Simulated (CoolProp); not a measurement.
A single-stage vapour-compression cycle with the fluid: evaporating at 297.15 K (dew point), condensing at 329.15 K (bubble point), superheat 5 K, subcooling 0 K, compressor efficiency 0.65, no pressure losses. The same conditions are run with several fluids, on thermodynamics alone (safety and materials aside).

Values from CoolProp's reference Helmholtz-energy equation of state of each fluid (tetrahydrofuran: Fiedler 2023; trans-2-butene: Lemmon 2005; R141b: Lemmon 2006; n-perfluoropentane: Gao 2022; cyclopentane: Gedanitz 2015; n-pentane: Thol 2019).

| fluid | cooling COP | pressure ratio | discharge temperature (K) | refrigerating effect (kJ/kg) | volumetric capacity (kJ/m³) |
|---|---|---|---|---|---|
| tetrahydrofuran | 5.57 | 3.51 | ___ | 395 | 236 |
| trans-2-butene | 5.27 | 2.48 | ___ | 314 | ___ |
| R141b | 5.45 | 2.90 | 349.3 | 193 | 700 |
| n-perfluoropentane | ___ | 2.95 | 329.1 | 61.8 | ___ |
| cyclopentane | 5.51 | 3.09 | ___ | 353 | 408 |
| n-pentane | 5.30 | 2.90 | 336.9 | 299 | 584 |

**Question.** What belongs in the gaps?

**Answer.** 
- tetrahydrofuran, discharge temperature (K): 362.2
- trans-2-butene, discharge temperature (K): 343.5
- trans-2-butene, volumetric capacity (kJ/m³): 1700
- n-perfluoropentane, cooling COP: 4.63
- n-perfluoropentane, volumetric capacity (kJ/m³): 616
- cyclopentane, discharge temperature (K): 352.0

The compression ends wet for: n-perfluoropentane.
